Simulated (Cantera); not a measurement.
Input: 1 mol CH₄, 1.8 mol CO₂, held at 150000 Pa.

These are equilibrium values from Cantera (NASA tables, ideal gas, pure condensed phases), not measurements of a reactor. Candidate condensed phases: C, C₆H₆, C₇H₈, C₈H₁₈, H₂O; 131 gas species. Ions and electrons are included (thermal ionisation). Equilibrium is a limit: real reactors are often held back by kinetics, nucleation or transport. All values below are at 3477 °C.

Base state: CO 0.446, H 0.296, H₂ 0.131, O 0.0457, OH 0.0354, H₂O 0.0299, CO₂ 0.0118, O₂ 0.00397 (mole fractions); condensed: gas only.

### Question
What changes in the equilibrium state with this change: CH₄ replaced by C₂H₅OH?

### Answer
```tsv
species	before	after
CO	0.446	0.436
H	0.296	0.320
H₂	0.131	0.153
O	0.0457	0.0314
CO₂	0.0118	0.00792
OH	0.0354	0.0263
H₂O	0.0299	0.0240
O₂	0.00397	0.00188
```
